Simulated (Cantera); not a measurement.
An adiabatic, constant-volume homogeneous reactor starts with CH4 : C2H6 : O2 : N2 = 1 : 0.15 : 1.33 : 5 (molar parts), equivalence ratio 1.9, at 1800 K and 10.0 bar. Integrator tolerance rtol = 1e-08.

Model: GRI-Mech 3.0 (53 species, 325 reactions), integrated in Cantera. Above 3000 K some thermodynamic fits are extrapolated.

**Question.** What does this change do: pressure from 10.0 bar to 4.50 bar?

**Answer.** 
```tsv
quantity	before	after
time of steepest temperature rise	5.91 µs	10.5 µs
temperature at 0.100 s	3111 K	3056 K
equilibrium temperature	3111 K	3056 K
x(CH4) at 0.100 s	4.76e-10 (gas-phase equilibrium 5.34e-10)	1.05e-10 (gas-phase equilibrium 1.19e-10)
x(C2H6) at 0.100 s	<1e-12 (gas-phase equilibrium <1e-12)	<1e-12 (gas-phase equilibrium <1e-12)
x(O2) at 0.100 s	0.000184 (gas-phase equilibrium 0.000184)	0.000288 (gas-phase equilibrium 0.000288)
x(C2H4) at 0.100 s	<1e-12 (gas-phase equilibrium <1e-12)	<1e-12 (gas-phase equilibrium <1e-12)
x(OH) at 0.100 s	0.00615 (gas-phase equilibrium 0.00615)	0.00745 (gas-phase equilibrium 0.00745)
x(CO2) at 0.100 s	0.0163 (gas-phase equilibrium 0.0163)	0.0163 (gas-phase equilibrium 0.0163)
```

**Question.** What does this change do: 0.24 parts H2O added?

**Answer.** 
| quantity | before | after |
|---|---|---|
| time of steepest temperature rise | 5.91 µs | 6.27 µs |
| temperature at 0.100 s | 3111 K | 3070 K |
| equilibrium temperature | 3111 K | 3070 K |
| x(CH4) at 0.100 s | 4.76e-10 (gas-phase equilibrium 5.34e-10) | 4.15e-10 (gas-phase equilibrium 4.68e-10) |
| x(C2H6) at 0.100 s | <1e-12 (gas-phase equilibrium <1e-12) | <1e-12 (gas-phase equilibrium <1e-12) |
| x(O2) at 0.100 s | 0.000184 (gas-phase equilibrium 0.000184) | 0.000196 (gas-phase equilibrium 0.000196) |
| x(C2H4) at 0.100 s | <1e-12 (gas-phase equilibrium <1e-12) | <1e-12 (gas-phase equilibrium <1e-12) |
| x(OH) at 0.100 s | 0.00615 (gas-phase equilibrium 0.00615) | 0.00622 (gas-phase equilibrium 0.00622) |
| x(CO2) at 0.100 s | 0.0163 (gas-phase equilibrium 0.0163) | 0.0182 (gas-phase equilibrium 0.0182) |
